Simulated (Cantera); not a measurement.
Input: 1 mol Si3N4, 0.0037 mol O2, 18 mol N2, held at 2050 K and 1.50e-6 bar.

These are equilibrium values from Cantera (NASA tables, ideal gas, pure condensed phases), not measurements of a reactor. Candidate condensed phases: Si, SiO2, Si2N2O, Si3N4; 16 gas species. The tables' values for SiN are old estimates; treat these amounts as uncertain. Equilibrium is a limit: real reactors are often held back by kinetics, nucleation or transport.

Base state: N2 0.870, Si 0.130, SiO 0.000322, SiN 3.44e-5 (mole fractions); condensed: gas only.

**Question.** What changes in the equilibrium state with this change: O2 from 0.0037 to 0.98 mol?

**Answer.** 
```
species    before    after
-------  --------  -------
N2          0.870    0.870
SiO      0.000322   0.0852
Si          0.130   0.0452
SiN       3.44e-5  1.20e-5
```

**Question.** What changes in the equilibrium state with this change: O2 from 0.0037 to 1 mol?

**Answer.** 
```json
[
 {"species": "N2", "before": "0.870", "after": "0.870"},
 {"species": "SiO", "before": "0.000322", "after": "0.0870"},
 {"species": "Si", "before": "0.130", "after": "0.0435"},
 {"species": "SiN", "before": "3.44e-5", "after": "1.15e-5"}
]
```
